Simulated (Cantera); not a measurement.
An adiabatic, constant-volume homogeneous reactor starts with CH₄ : CO : O₂ : N₂ = 1 : 0.033 : 3.88 : 14.6 (molar parts), at 1425 K and 750 Torr. Integrator tolerance rtol = 1e-08.

Cantera simulation using GRI-Mech 3.0 (53 species, 325 reactions); the numbers are that mechanism's predictions, not measurements.

What does this change do: CH4 1 to 2.2 parts?


| quantity | before | after |
|---|---|---|
| time of steepest temperature rise | 1.90 ms | 2.63 ms |
| temperature at 0.100 s | 2565 K | 2908 K |
| equilibrium temperature | 2565 K | 2908 K |
| x(CH₄) at 0.100 s | <1e-12 (gas-phase equilibrium <1e-12) | <1e-12 (gas-phase equilibrium <1e-12) |
| x(CO) at 0.100 s | 0.00608 (gas-phase equilibrium 0.00608) | 0.0602 (gas-phase equilibrium 0.0602) |
| x(O₂) at 0.100 s | 0.0858 (gas-phase equilibrium 0.0858) | 0.0118 (gas-phase equilibrium 0.0118) |
| x(HO₂) at 0.100 s | 9.65e-6 (gas-phase equilibrium 9.65e-6) | 6.12e-6 (gas-phase equilibrium 6.12e-6) |
| x(C₂H₆) at 0.100 s | <1e-12 (gas-phase equilibrium <1e-12) | <1e-12 (gas-phase equilibrium <1e-12) |
| x(OH) at 0.100 s | 0.0117 (gas-phase equilibrium 0.0117) | 0.0213 (gas-phase equilibrium 0.0213) |
